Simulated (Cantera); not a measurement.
Equilibrium for boron, boron nitride and boron oxide: BCl3 + N2

Input: 1 mol BCl3, 0.66 mol N2, at 0.210 bar.

These are equilibrium values from Cantera (NASA tables, ideal gas, pure condensed phases), not measurements of a reactor. Candidate condensed phases: B, BN; 10 gas species. N2 is the only nitrogen source here; it is nearly inert below about 1500 K, so the nitride shown seldom forms there in practice. The tables' values for BCl2, BCl are old estimates; treat these amounts as uncertain. Equilibrium is a limit: real reactors are often held back by kinetics, nucleation or transport.

| T (°C) | x BCl3 | x N2 | x Cl | x BCl2 | x BCl | n BN(s) |
|---|---|---|---|---|---|---|
| 1225 | 0.602 | 0.397 | 0.000347 | 0.000177 | 1.41e-6 | 0.000100 |
| 1250 | 0.602 | 0.397 | 0.000438 | 0.000252 | 2.51e-6 | 0.000110 |
| 1275 | 0.602 | 0.397 | 0.000549 | 0.000355 | 4.38e-6 | 0.000114 |
| 1300 | 0.601 | 0.397 | 0.000684 | 0.000494 | 7.49e-6 | 0.000109 |
| 1325 | 0.601 | 0.397 | 0.000846 | 0.000680 | 1.26e-5 | 0 |
| 1350 | 0.601 | 0.397 | 0.00104 | 0.000926 | 2.09e-5 | 0 |
| 1375 | 0.600 | 0.397 | 0.00128 | 0.00124 | 3.36e-5 | 0 |
| 1400 | 0.600 | 0.397 | 0.00163 | 0.00158 | 4.87e-5 | 0 |
| 1425 | 0.599 | 0.397 | 0.00208 | 0.00199 | 6.96e-5 | 0 |
| 1450 | 0.598 | 0.397 | 0.00262 | 0.00248 | 9.84e-5 | 0 |
| 1475 | 0.597 | 0.396 | 0.00328 | 0.00308 | 0.000138 | 0 |
| 1500 | 0.596 | 0.396 | 0.00409 | 0.00380 | 0.000191 | 0 |
| 1525 | 0.594 | 0.396 | 0.00507 | 0.00465 | 0.000261 | 0 |
x: gas mole fraction; n: condensed amount in mol.

From 1225 °C to 1300 °C the condensed part is BN(s). From 1325 °C to 1525 °C nothing is condensed. The main B-bearing gas is BCl3 throughout.
